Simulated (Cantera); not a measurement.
A perfectly stirred reactor is fed with H₂ : O₂ : N₂ = 0.33 : 1 : 4.6 (molar parts), equivalence ratio 0.17, at 84000 Pa; it is held at 1025 K, and followed from long to short residence time.

Detailed kinetics in Cantera: the H2/O2 subset of GRI-Mech 3.0, which has no nitrogen chemistry. The temperature is held fixed by assumption; the heat of reaction is taken as removed at once.

Task: What does this change do: pressure from 84000 Pa to 42000 Pa?

Result: 
```tsv
quantity	before	after
x(H₂) at τ = 0.800 s	0.00123	0.000397
x(O₂) at τ = 0.800 s	0.145	0.145
x(OH) at τ = 0.800 s	3.69e-6	2.40e-5
x(H₂O) at τ = 0.800 s	0.0560	0.0568
x(H) at τ = 0.800 s	3.50e-7	1.31e-6
x(H₂) at τ = 83.0 ms	0.00339	0.00137
x(O₂) at τ = 83.0 ms	0.146	0.145
x(OH) at τ = 83.0 ms	1.22e-5	6.38e-5
x(H₂O) at τ = 83.0 ms	0.0537	0.0558
x(H) at τ = 83.0 ms	3.08e-6	1.24e-5
```

Task: What does this change do: temperature 1025 to 825 K?

Result: 
| quantity | before | after |
|---|---|---|
| x(H₂) at τ = 0.800 s | 0.00123 | 0.0556 |
| x(O₂) at τ = 0.800 s | 0.145 | 0.169 |
| x(OH) at τ = 0.800 s | 3.69e-6 | 4.53e-12 |
| x(H₂O) at τ = 0.800 s | 0.0560 | 1.67e-6 |
| x(H) at τ = 0.800 s | 3.50e-7 | 1.92e-11 |
| x(H₂) at τ = 83.0 ms | 0.00339 | 0.0556 |
| x(O₂) at τ = 83.0 ms | 0.146 | 0.169 |
| x(OH) at τ = 83.0 ms | 1.22e-5 | <1e-12 |
| x(H₂O) at τ = 83.0 ms | 0.0537 | 8.35e-10 |
| x(H) at τ = 83.0 ms | 3.08e-6 | <1e-12 |
Below about 950 K walls govern HO2 and H2O2 in real vessels.

Task: What does this change do: O2 1 to 0.21 parts?

Result: 
```
quantity                before     after
---------------------  -------  --------
x(H₂) at τ = 0.800 s   0.00123  0.000658
x(O₂) at τ = 0.800 s     0.145   0.00936
x(OH) at τ = 0.800 s   3.69e-6   1.04e-5
x(H₂O) at τ = 0.800 s   0.0560    0.0656
x(H) at τ = 0.800 s    3.50e-7   5.43e-6
x(H₂) at τ = 83.0 ms   0.00339   0.00185
x(O₂) at τ = 83.0 ms     0.146   0.00995
x(OH) at τ = 83.0 ms   1.22e-5   3.40e-5
x(H₂O) at τ = 83.0 ms   0.0537    0.0644
x(H) at τ = 83.0 ms    3.08e-6   4.81e-5
```
